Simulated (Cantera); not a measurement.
What does this Cantera script print?

```python
import numpy as np
import cantera as ct

gas = ct.Solution("gri30.yaml")
gas.TPX = 1373, 100000, {'N2O': 1, 'H2': 0.0049, 'N2': 5.9}
reactor = ct.IdealGasConstPressureReactor(gas, energy="off", clone=False)
net = ct.ReactorNet([reactor])
net.rtol, net.atol = 1e-08, 1e-18
show = ['N2O', 'H2', 'NO', 'OH', 'H2O', 'N2']
times = np.geomspace(0.0004, 10, 13)

steps = ct.SolutionArray(gas, extra=["t"])
rows = []
print(f"{'t/s':>10s}{'T/K':>9s}{'P/Pa':>11s}" + "".join(f"{s:>11s}" for s in show))
for t in times:
    while net.time < t:
        t_next = net.step()
        steps.append(gas.state, t=t_next)
    rows.append([np.interp(t, steps.t, y) for y in (steps.T, steps.P, *steps(*show).X.T)])
    print(f"{t:10.3e}{rows[-1][0]:9.1f}{rows[-1][1]:11.4g}" + "".join(f"{x:11.3e}" for x in rows[-1][2:]))
rate = np.gradient(steps.T, steps.t)
print("integrator steps:", len(steps.t))
if steps.T.max() > steps.T[0] + 200:
    print(f"time of steepest temperature rise: {steps.t[rate.argmax()]:.4e} s")
gas.TPX = 1373, 100000, {'N2O': 1, 'H2': 0.0049, 'N2': 5.9}
gas.equilibrate("TP")
print(f"equilibrium (TP): T = {gas.T:.1f} K  " + "  ".join(f"{s} {gas[s].X[0]:.3e}" for s in show))
```

Output:

```
       t/s      T/K       P/Pa        N2O         H2         NO         OH        H2O         N2
 4.000e-04   1373.0      1e+05  1.440e-01  5.037e-04  9.455e-05  3.886e-05  1.833e-04  8.549e-01
 9.302e-04   1373.0      1e+05  1.429e-01  2.537e-04  2.243e-04  3.585e-05  4.356e-04  8.556e-01
 2.163e-03   1373.0      1e+05  1.408e-01  7.319e-05  5.188e-04  2.339e-05  6.228e-04  8.566e-01
 5.030e-03   1373.0      1e+05  1.364e-01  9.822e-06  1.202e-03  1.522e-05  6.893e-04  8.587e-01
 1.170e-02   1373.0      1e+05  1.270e-01  2.568e-07  2.704e-03  1.360e-05  6.968e-04  8.630e-01
 2.720e-02   1373.0      1e+05  1.079e-01  4.174e-08  5.667e-03  1.363e-05  6.907e-04  8.716e-01
 6.325e-02   1373.0      1e+05  7.564e-02  3.616e-08  1.043e-02  1.285e-05  6.805e-04  8.865e-01
 1.471e-01   1373.0      1e+05  3.644e-02  2.644e-08  1.547e-02  1.070e-05  6.686e-04  9.049e-01
 3.420e-01   1373.0      1e+05  9.297e-03  1.145e-08  1.785e-02  6.745e-06  6.617e-04  9.182e-01
 7.953e-01   1373.0      1e+05  7.334e-04  2.107e-09  1.813e-02  2.609e-06  6.609e-04  9.227e-01
 1.849e+00   1373.0      1e+05  3.208e-06  8.267e-10  1.816e-02  1.394e-06  6.613e-04  9.230e-01
 4.300e+00   1373.0      1e+05  1.226e-07  8.189e-10  1.816e-02  1.384e-06  6.613e-04  9.230e-01
 1.000e+01   1373.0      1e+05  1.225e-07  8.189e-10  1.815e-02  1.384e-06  6.613e-04  9.230e-01
integrator steps: 1820
equilibrium (TP): T = 1373.0 K  N2O 2.675e-08  H2 7.618e-10  NO 3.834e-04  OH 1.434e-06  H2O 6.612e-04  N2 9.319e-01
```

Computed with Cantera and GRI-Mech 3.0 (53 species, 325 reactions). GRI-Mech 3.0 was tuned for natural gas; its chemistry of N2O as a main component is partial and can be far from experiment. The mechanism lacks the step 2 NO + O2 → 2 NO2, which can matter for NO2 below about 1400 K. The temperature is held fixed by assumption; the heat of reaction is taken as removed at once.
